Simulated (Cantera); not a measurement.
A closed system holds: 1 mol SiCl₄, 1.9 mol HCl, 8.9 mol H₂, held at 1100 K and 6.50 bar.

These are equilibrium values from Cantera (NASA tables, ideal gas, pure condensed phases), not measurements of a reactor. The tables' values for SiCl₃ are old estimates; treat these amounts as uncertain. Equilibrium is a limit: real reactors are often held back by kinetics, nucleation or transport.

| species | before | after |
|---|---|---|
| H₂ | 0.749 | 0.565 |
| HCl | 0.166 | 0.371 |
| SiCl₄ | 0.0793 | 0.0622 |
| SiH₂Cl₂ | 4.18e-5 | 3.77e-6 |
| SiHCl₃ | 0.00526 | 0.00140 |
| SiCl₃ | 0.000133 | 4.08e-5 |
Gas species are given as mole fractions.

Task: Which change was made?
(A) HCl from 1.9 to 0.63 mol
(B) temperature from 1100 K to 1623 K
(C) temperature from 1100 K to 1548.15 K
(D) HCl from 1.9 to 5.8 mol

Result: D, HCl from 1.9 to 5.8 mol
